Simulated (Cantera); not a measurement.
## Pyrogenic steam for wet oxidation

An isothermal, constant-pressure homogeneous reactor starts with H₂ : O₂ : N₂ = 1.1 : 1 : 2.6 (molar parts), at 825 K and 0.158 atm.

Computed with Cantera and GRI-Mech 3.0 (53 species, 325 reactions). Below about 950 K walls govern HO2 and H2O2 in real vessels. The temperature is held fixed by assumption; the heat of reaction is taken as removed at once.

| t (s) | x H₂ | x O₂ | x H | x N₂O | x HO₂ | x H₂O₂ |
|---|---|---|---|---|---|---|
| 2.00e-6 | 0.234 | 0.213 | <1e-12 | <1e-12 | <1e-12 | <1e-12 |
| 8.60e-6 | 0.234 | 0.213 | <1e-12 | <1e-12 | <1e-12 | <1e-12 |
| 3.69e-5 | 0.234 | 0.213 | <1e-12 | <1e-12 | <1e-12 | <1e-12 |
| 0.000159 | 0.234 | 0.213 | 2.43e-12 | <1e-12 | 4.21e-12 | <1e-12 |
| 0.000682 | 0.234 | 0.213 | 1.35e-11 | <1e-12 | 4.31e-11 | <1e-12 |
| 0.00293 | 0.234 | 0.213 | 2.53e-10 | <1e-12 | 1.64e-9 | 2.64e-12 |
| 0.0126 | 0.234 | 0.213 | 6.68e-5 | 1.58e-12 | 3.72e-5 | 1.41e-6 |
| 0.0541 | 0.120 | 0.162 | 6.58e-9 | 5.39e-10 | 9.38e-6 | 4.27e-5 |
| 0.233 | 0.120 | 0.162 | 5.82e-9 | 5.39e-10 | 4.64e-6 | 4.91e-5 |
| 1.00 | 0.120 | 0.162 | 7.86e-9 | 5.41e-10 | 5.36e-6 | 6.79e-5 |
x: mole fraction; the columns are a selection and need not sum to one.

Equilibrium at this temperature and pressure: H₂ <1e-12, O₂ 0.108, H <1e-12, N₂O 7.19e-11, HO₂ 1.97e-11, H₂O₂ 6.56e-12 (gas phase only).
